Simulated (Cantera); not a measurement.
A closed system holds: 1 mol SiH₄, a varied amount of CO₂, 34 mol H₂, equilibrated at 1600 K and 210 Pa.

Cantera equilibrium calculation (NASA polynomials, part measured and part estimated; ideal gas, pure solids and liquids). Candidate condensed phases: C, C₆H₆, C₇H₈, C₈H₁₈, H₂O, Si, SiC, SiO₂; 123 gas species. Mutual solubility and eutectic melting of coexisting phases are not modelled. Rates play no part.

Problem. Which condensed phases are stable at each of these points (n(CO₂) (mol)): 0.19, 0.27, 0.36, 0.44, 0.53, 0.61, 0.69, 0.78, 0.86, 0.95?

Solution. 
```tsv
n(CO₂) (mol)	condensed phases	Si condensed (%)
0.19	Si(s) + SiC(s)	63.2
0.27	Si(s) + SiC(s)	47.8
0.36	SiC(s)	31.9
0.44	SiC(s)	28.0
0.53	SiC(s)	23.5
0.61	SiC(s)	19.5
0.69	SiC(s)	15.5
0.78	SiC(s)	11.0
0.86	SiC(s)	7.0
0.95	SiC(s)	2.5
```

From 0.19 mol CO₂ to 0.27 mol CO₂ the condensed part is Si(s) + SiC(s). From 0.36 mol CO₂ to 0.95 mol CO₂ the condensed part is SiC(s).
